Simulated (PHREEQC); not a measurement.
0.017 g of hydrous ferric oxide (600 m²/g; 0.2 weak and 0.005 strong sites per Fe, Dzombak-Morel constants, diffuse double layer) in 1 kg of water with 0.3 mol/kgw of an inert sodium salt and 1.5e-06 mol Na2SeO4, at 25 °C; the pH is set by adding NaOH or the inert anion's acid. O2 is buffered at 0.21 atm. The system is closed to CO2. Nothing may precipitate in this run.

Base run: PHREEQC, ion-association model, wateq4f.dat. Each further column changes one thing. The table gives Se sorbed (%).

```tsv
pH	base	background salt from 0.3 to 0.03 mol/kgw	oxide from 0.017 to 0.085 g/kgw
3	32.4	98.1	71.8
3.5	32.0	97.7	71.4
4.5	24.9	91.9	63.4
5	16.8	79.5	50.8
5.5	8.4	53.1	31.5
6.5	0.9	5.4	4.3
7	0.2	0.9	1.0
7.5	0.0	0.1	0.2
8.5	0.0	0.0	0.0
9	0.0	0.0	0.0
```

The oxide is taken as insoluble; below pH 4 it would dissolve.
